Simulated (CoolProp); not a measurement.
Dodecamethylcyclohexasiloxane (D6) along the isobar 728 kPa: fugacity coefficient from the reference equation and from simpler models built on Tc = 372.6 °C, pc = 961.4 kPa, ω = 0.736; each cubic takes its own stable root.

The numbers come from the reference Helmholtz-energy equation of state, Colonna 2008 in CoolProp. It is a short technical equation, of lower accuracy than the large ones.

```csv
T (°C),phase,reference,van der Waals,Soave-Redlich-Kwong,Peng-Robinson
118.75,liquid,0.002707,0.1335,0.002718,0.003003
134.05,liquid,0.005283,0.1618,0.005301,0.005729
149.35,liquid,0.009650,0.1932,0.009700,0.01029
164.65,liquid,0.01662,0.2276,0.01677,0.01751
180.05,liquid,0.02728,0.2651,0.02766,0.02847
195.35,liquid,0.04260,0.3051,0.04346,0.04420
210.65,liquid,0.06384,0.3476,0.06554,0.06600
225.95,liquid,0.09219,0.3923,0.09527,0.09513
241.25,liquid,0.1288,0.4391,0.1339,0.1328
256.55,liquid,0.1745,0.4875,0.1825,0.1799
271.85,liquid,0.2300,0.5373,0.2419,0.2373
287.15,liquid,0.2955,0.5880,0.3122,0.3052
```
